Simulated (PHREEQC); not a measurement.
Dissolve 4.6 mol NaBr, 0.19 mol Na2SO4 and 1.6 mol LiCl per kg of water at 25 °C. Closed to the air; pH follows from the charge balance.

All values are PHREEQC results (Pitzer model, pitzer.dat), not measurements.

```csv
quantity,before,after
pH,6.42,13.64
SI of Thenardite (Na2SO4),-0.54,-0.67
SI of Mirabilite (Na2SO4:10H2O),-1.17,-1.09
```

### Question
Which change was made?
(A) LiCl replaced by LiOH at the same molality
(B) LiCl from 1.6 to 1.44 mol/kgw
(C) diluted 10-fold with water
(D) LiCl from 1.6 to 1.76 mol/kgw
(E) temperature from 25 to 35 °C

### Answer
A, LiCl replaced by LiOH at the same molality

No solid was allowed to form.
